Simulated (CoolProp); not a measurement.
R113 at several states: density (kg/m³) from the reference equation and from simpler models built on Tc = 214.1 °C, pc = 33.92 bar, ω = 0.253; each cubic takes its own stable root.

Values from CoolProp's reference Helmholtz-energy equation of state, Marx 1992.

```tsv
T (°C)	p (bar)	phase	reference	van der Waals	Redlich-Kwong	Soave-Redlich-Kwong
144.05	0.148	gas	0.8014	0.8010	0.8013	0.8014
78.35	170	liquid	1494	…	1388	1418
186.45	46.4	liquid	1103	…	…	…
4.15	180	liquid	1650	…	1519	…
78.65	65.8	liquid	1456	936.4	1323	…
```

Q: Complete the blanks.

A: 
- 78.35, van der Waals: 993.8
- 186.45, van der Waals: 731.2
- 186.45, Redlich-Kwong: 942.2
- 186.45, Soave-Redlich-Kwong: 968.4
- 4.15, van der Waals: 1059
- 4.15, Soave-Redlich-Kwong: 1545
- 78.65, Soave-Redlich-Kwong: 1365
